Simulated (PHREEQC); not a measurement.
# City or well water

Model water analysis in mg/kgw, 51 °C, pH 8.44, pe 12.4:

| constituent | mg/kgw |
|---|---|
| Na | 2.09 |
| K | 0.347 |
| Ca | 15.7 |
| Mg | 1.82 |
| Cl | 24.5 |
| S(6) as SO4 | 5.3 |
| Alkalinity as HCO3 | 11.4 |
| F | 0.0105 |
| O(0) (dissolved oxygen) | 0.509 |
| Ni | 1.05 |

Valence states are taken as typed.

The numbers come from PHREEQC with the ion-association model, wateq4f.dat.

```yaml
ionic_strength: 0.00149 mol/kgw
charge_balance_error: 4.1 %
```

| species | molality | activity | log γ |
|---|---|---|---|
| Cl- | 0.000691 | 0.000660 | -0.020 |
| Ca+2 | 0.000385 | 0.000322 | -0.078 |
| HCO3- | 0.000125 | 0.000120 | -0.019 |
| Na+ | 9.09e-5 | 8.69e-5 | -0.020 |
| Mg+2 | 7.29e-5 | 6.10e-5 | -0.077 |
| SO4-2 | 5.06e-5 | 4.23e-5 | -0.078 |
| NiCO3 | 1.64e-5 | 1.64e-5 | 0.000 |
| OH- | 1.62e-5 | 1.55e-5 | -0.020 |
| O2 | 1.59e-5 | 1.59e-5 | 0.000 |
| K+ | 8.87e-6 | 8.47e-6 | -0.020 |
| CaSO4 | 3.40e-6 | 3.40e-6 | 0.000 |
| CO3-2 | 2.67e-6 | 2.23e-6 | -0.077 |
| CaCO3 | 2.41e-6 | 2.41e-6 | 0.000 |

Precipitation was switched off in this run. Species that the database lacks are ignored. In wateq4f.dat the enthalpy of Ni(OH)2 has the wrong sign, so its saturation index can't be trusted away from 25 °C. Away from 25 °C the constants follow the database's enthalpies or fits; those with neither stay at their 25 °C values. The database's nickel carbonate constants are estimates that later reviews lower a good deal.
